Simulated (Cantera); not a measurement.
A Cantera script and its output.

```python
import numpy as np
import cantera as ct

surf = ct.Interface("ptcombust.yaml", "Pt_surf")
gas = surf.adjacent["gas"]
gas.TPX = 300, 4300, {'CH4': 0.016, 'O2': 0.093, 'N2': 0.79}
jet = ct.ImpingingJet(gas=gas, width=0.039, surface=surf)
jet.inlet.mdot, jet.inlet.T, jet.inlet.X = 0.064, 300, {'CH4': 0.016, 'O2': 0.093, 'N2': 0.79}
jet.set_refine_criteria(ratio=10, slope=0.2, curve=0.3)
show, cover = ['CH4', 'O2', 'H2O', 'OH', 'CO', 'CO2'], ["PT(S)", "H(S)", "O(S)", "OH(S)", "CO(S)", "C(S)"]

rows = []
print(f"{'Ts/K':>7s}" + "".join(f"{s:>11s}" for s in show + cover) + "   (gas at the wall, coverages)")
for i, Ts in enumerate([850, 900, 950, 1000, 1050, 1100, 1150, 1200]):
    jet.surface.T = Ts
    if i == 0:
        surf.TP = Ts, 4300
        surf.coverages = "PT(S):0.5, O(S):0.5"
        surf.advance_coverages(1.0)
        jet.set_initial_guess(products="inlet")
    jet.solve(loglevel=0, auto=(i == 0))
    rows.append([*(jet.X[gas.species_index(s), -1] for s in show), *surf[cover].coverages])
    print(f"{Ts:7g}" + "".join(f"{x:11.3e}" for x in rows[-1]))
```

It prints:

```
   Ts/K        CH4         O2        H2O         OH         CO        CO2      PT(S)       H(S)       O(S)      OH(S)      CO(S)       C(S)   (gas at the wall, coverages)
    850  1.532e-02  9.818e-02  4.639e-03  5.774e-09  4.559e-06  3.016e-03  1.771e-01  1.381e-08  8.224e-01  4.532e-04  5.878e-06  1.502e-08
    900  1.335e-02  9.399e-02  8.316e-03  2.389e-08  5.688e-06  5.419e-03  2.463e-01  4.360e-08  7.531e-01  5.454e-04  5.085e-06  1.810e-08
    950  1.121e-02  8.945e-02  1.228e-02  7.979e-08  6.648e-06  8.018e-03  3.196e-01  1.098e-07  6.798e-01  5.848e-04  4.007e-06  1.918e-08
   1000  9.256e-03  8.532e-02  1.587e-02  2.237e-07  7.505e-06  1.038e-02  3.940e-01  2.347e-07  6.055e-01  5.794e-04  3.014e-06  1.885e-08
   1050  7.660e-03  8.195e-02  1.879e-02  5.529e-07  8.365e-06  1.231e-02  4.666e-01  4.438e-07  5.328e-01  5.444e-04  2.238e-06  1.781e-08
   1100  6.469e-03  7.942e-02  2.091e-02  1.222e-06  9.440e-06  1.379e-02  5.365e-01  7.681e-07  4.630e-01  4.928e-04  1.695e-06  1.682e-08
   1150  5.524e-03  7.745e-02  2.260e-02  2.480e-06  1.072e-05  1.491e-02  6.018e-01  1.245e-06  3.978e-01  4.371e-04  1.303e-06  1.579e-08
   1200  4.810e-03  7.599e-02  2.385e-02  4.667e-06  1.238e-05  1.574e-02  6.621e-01  1.918e-06  3.376e-01  3.814e-04  1.032e-06  1.503e-08
```

Detailed kinetics in Cantera: Deutschmann's 1995 Pt surface mechanism with GRI-Mech 3.0 gas chemistry. Catalytic surfaces can have several steady states; this one follows from the mechanism file's or the stated starting coverage.
